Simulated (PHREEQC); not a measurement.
A solution holds 3.8 mmol/kgw Cu(NO3)2, 0.053 mmol/kgw HCl and 0.11 mmol/kgw Na2SO4, at 25 °C. Closed to the air; pH follows from the charge balance.

All values are PHREEQC results (ion-association model, wateq4f.dat), not measurements.

Each row changes one thing in this solution. Precipitation was switched off in this run.

| case | pH | SO4-2 (mol/kgw) | HSO4- (mol/kgw) | NaSO4- (mol/kgw) | SI of Halite (NaCl) | SI of Mirabilite (Na2SO4:10H2O) |
|---|---|---|---|---|---|---|
| as made | 4.31 | 8.26e-5 | 2.84e-7 | 5.89e-8 | -9.61 | -10.57 |
| Cu(NO3)2 replaced by Al(NO3)3 at the same molality | 3.78 | 3.14e-5 | 3.31e-7 | 1.96e-8 | -9.64 | -11.08 |
| Na2SO4 from 0.00011 to 1.1e-05 mol/kgw | 4.31 | 8.23e-6 | 2.85e-8 | 5.90e-10 | -10.61 | -13.57 |
| Cu(NO3)2 replaced by CuCl2 at the same molality | 4.31 | 8.28e-5 | 2.84e-7 | 5.92e-8 | -7.45 | -10.57 |
| 0.0011 mol/kgw KNO3 added | 4.31 | 8.29e-5 | 2.80e-7 | 5.82e-8 | -9.62 | -10.58 |
| HCl from 5.3e-05 to 5.83e-05 mol/kgw | 4.27 | 8.26e-5 | 3.11e-7 | 5.89e-8 | -9.57 | -10.57 |

Species that the database lacks are ignored. Some of these states are supersaturated (in Gibbsite (slow to form), for instance).
